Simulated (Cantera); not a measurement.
## Diamond growth

A diamond (100) surface in a fixed gas of H2 with x(CH4) = 0.0062, x(H) = 0.00072, x(CH3) = 0.00038, at 998 K; coverages are run to steady state.

Model: the Harris–Goodwin 1993 mechanism for the reconstructed diamond (100) surface, integrated in Cantera.

| P (Pa) | growth (µm/h) | θ c6HH | θ c6H* | θ c6*H | θ c6** | θ c6HM |
|---|---|---|---|---|---|---|
| 1300 | 1.05 | 0.510 | 0.0151 | 0.310 | 0.00650 | 0.115 |
| 2000 | 1.87 | 0.494 | 0.0146 | 0.300 | 0.00629 | 0.135 |
| 2900 | 2.99 | 0.483 | 0.0142 | 0.293 | 0.00614 | 0.149 |
| 4300 | 4.80 | 0.472 | 0.0139 | 0.286 | 0.00600 | 0.162 |
| 6400 | 7.56 | 0.464 | 0.0137 | 0.281 | 0.00589 | 0.172 |
| 9500 | 11.7 | 0.459 | 0.0135 | 0.277 | 0.00581 | 0.179 |
| 14000 | 17.7 | 0.454 | 0.0134 | 0.275 | 0.00576 | 0.184 |
| 21000 | 27.1 | 0.451 | 0.0133 | 0.273 | 0.00572 | 0.188 |
θ: site fractions in the mechanism's names (c6HH fully hydrogenated, c6H* and c6*H radical sites, c6** diradical, c6HM methylated).
